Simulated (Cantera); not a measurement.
A Cantera script and what it prints.

```python
import numpy as np
import cantera as ct

gas_names = """
    H HO2 H2 H2O H2O2 Mg MgH MgO MgOH MgO2H2 Mg2 O OH O2 O3
""".split()
cond_names = """
    H2O(s) H2O(L) Mg(cr) Mg(L) MgO(s) MgO(L) MgO2H2(s)
""".split()


# ... load() reads the species with a 1 bar reference pressure and builds the phases ...
atoms = {
    'MgO': {'Mg': 1, 'O': 1},
    'H2': {'H': 2},
}
top_T = {}  # K; cautious upper limits of use, not melting points


# ... equilibrate(T, P, feed) seeds the gas with the atoms and calls Mixture.equilibrate('TP', solver="vcs", rtol=1e-11, max_steps=5000) ...
results = []
feed = {'MgO': 1, 'H2': 0.69}  # mol
P = 10000  # Pa
for T in [1950, 2000, 2050, 2100, 2150, 2200, 2250, 2300, 2350, 2400]:
    mix = equilibrate(T, P, feed)
    results.append((T, P, feed, dict(zip(mix.species_names, mix.species_moles))))
    x = sorted(zip(gas.X, gas.species_names), reverse=True)
    print(f"T = {T:g} K  P = {P:g} Pa  gas = {mix.phase_moles(0):.4g} mol")
    print("   x: " + "  ".join(f"{s} {v:.3e}" for v, s in x if v > 0.0001))
    print("   condensed (mol): " + ("  ".join(f"{mix.phase(i).name} {mix.phase_moles(i):.4g}"
          for i in range(1, mix.n_phases) if mix.phase_moles(i) > 1e-12) or "none"))
```

It prints:

```
T = 1950 K  P = 10000 Pa  gas = 0.6972 mol
   x: H2 9.794e-01  H2O 8.474e-03  Mg 8.438e-03  H 3.588e-03
   condensed (mol): MgO(s) 0.9941
T = 2000 K  P = 10000 Pa  gas = 0.7003 mol
   x: H2 9.705e-01  H2O 1.217e-02  Mg 1.212e-02  H 5.066e-03
   condensed (mol): MgO(s) 0.9914
T = 2050 K  P = 10000 Pa  gas = 0.7046 mol
   x: H2 9.586e-01  H2O 1.714e-02  Mg 1.707e-02  H 7.024e-03
   condensed (mol): MgO(s) 0.9879
T = 2100 K  P = 10000 Pa  gas = 0.7102 mol
   x: H2 9.429e-01  H2O 2.367e-02  Mg 2.358e-02  H 9.568e-03  MgH 1.192e-04
   condensed (mol): MgO(s) 0.9831
T = 2150 K  P = 10000 Pa  gas = 0.7177 mol
   x: H2 9.227e-01  H2O 3.208e-02  Mg 3.197e-02  H 1.281e-02  MgOH 1.687e-04  MgH 1.644e-04
   condensed (mol): MgO(s) 0.9768
T = 2200 K  P = 10000 Pa  gas = 0.7273 mol
   x: H2 8.972e-01  H2O 4.269e-02  Mg 4.259e-02  H 1.687e-02  MgOH 2.811e-04  MgH 2.216e-04  OH 1.120e-04
   condensed (mol): MgO(s) 0.9686
T = 2250 K  P = 10000 Pa  gas = 0.7397 mol
   x: H2 8.656e-01  H2O 5.580e-02  Mg 5.574e-02  H 2.185e-02  MgOH 4.555e-04  MgH 2.920e-04  OH 2.116e-04
   condensed (mol): MgO(s) 0.9582
T = 2300 K  P = 10000 Pa  gas = 0.7552 mol
   x: H2 8.273e-01  Mg 7.169e-02  H2O 7.164e-02  H 2.784e-02  MgOH 7.181e-04  OH 3.885e-04  MgH 3.761e-04
   condensed (mol): MgO(s) 0.945
T = 2350 K  P = 10000 Pa  gas = 0.7746 mol
   x: H2 7.818e-01  Mg 9.061e-02  H2O 9.033e-02  H 3.487e-02  MgOH 1.102e-03  OH 6.945e-04  MgH 4.728e-04
   condensed (mol): MgO(s) 0.9285
T = 2400 K  P = 10000 Pa  gas = 0.7985 mol
   x: H2 7.290e-01  Mg 1.125e-01  H2O 1.118e-01  H 4.295e-02  MgOH 1.647e-03  OH 1.211e-03  MgH 5.797e-04  MgO 1.420e-04
   condensed (mol): MgO(s) 0.9082
```

Equilibrium computed with Cantera from the NASA thermochemical tables; the gas is ideal and each condensed phase is pure. The tables' values for MgH are old estimates; treat these amounts as uncertain.
